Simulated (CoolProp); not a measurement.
Properties of n-butane along the isotherm 575 K (Tc = 425.1 K, pc = 37.96 bar, ω = 0.201).

Values from CoolProp's reference Helmholtz-energy equation of state, Bücker 2006.

| p (bar) | phase | expansivity (1/kK) | viscosity (µPa s) |
|---|---|---|---|
| 9.23 | gas | ? | 14.2 |
| 18.5 | gas | 2.175 | 14.4 |
| 27.7 | gas | ? | 14.6 |
| 36.9 | gas | ? | 14.8 |
| 46.2 | supercritical | ? | 15.1 |
| 55.4 | supercritical | 3.398 | 15.4 |
| 64.6 | supercritical | 3.745 | 15.8 |
| 73.8 | supercritical | 4.077 | 16.3 |
| 83.1 | supercritical | 4.370 | 16.8 |
| 92.3 | supercritical | 4.589 | 17.5 |
| 102 | supercritical | 4.724 | 18.3 |
| 111 | supercritical | 4.757 | 19.2 |
| 120 | supercritical | 4.709 | 20.2 |

**Question.** Fill in the missing entries.

**Answer.** 
- 9.23, expansivity (1/kK): 1.942
- 27.7, expansivity (1/kK): 2.437
- 36.9, expansivity (1/kK): 2.730
- 46.2, expansivity (1/kK): 3.055

Viscosity comes from a separate model (Vogel 1999).
